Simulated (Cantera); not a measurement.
Thermodynamics of boron, boron nitride and boron oxide, feed BCl3 + NH3

A closed system holds: 1 mol BCl3, 0.13 mol NH3.

Equilibrium computed with Cantera from the NASA thermochemical tables; the gas is ideal and each condensed phase is pure. Candidate condensed phases: B, BN, NH4Cl; 21 gas species. The tables' values for BCl2 are old estimates. Rates play no part.

Problem. Map the stable condensed phases over T = 1123, 1173, 1223, 1273, 1323, 1373, 1423, 1473, 1523, 1573, 1623, 1673, 1723, 1773 K and P in Pa = 10, 28, 77, 220, 600, 1700, 4600, 13000, 36000, 100000.

Solution. 
```
T in K \ P in Pa
             10     28     77    220    600   1700   4600  13000  36000 100000
   1773       A      A      A      B      B      B      B      B      B      B
   1723       A      A      B      B      B      B      B      B      B      B
   1673       A      B      B      B      B      B      B      B      B      B
   1623       B      B      B      B      B      B      B      B      B      B
   1573       B      B      B      B      B      B      B      B      B      B
   1523       B      B      B      B      B      B      B      B      B      B
   1473       B      B      B      B      B      B      B      B      B      B
   1423       B      B      B      B      B      B      B      B      B      B
   1373       B      B      B      B      B      B      B      B      B      B
   1323       B      B      B      B      B      B      B      B      B      B
   1273       B      B      B      B      B      B      B      B      B      B
   1223       B      B      B      B      B      B      B      B      B      B
   1173       B      B      B      B      B      B      B      B      B      B
   1123       B      B      B      B      B      B      B      B      B      B
```
A: gas only; B: BN.
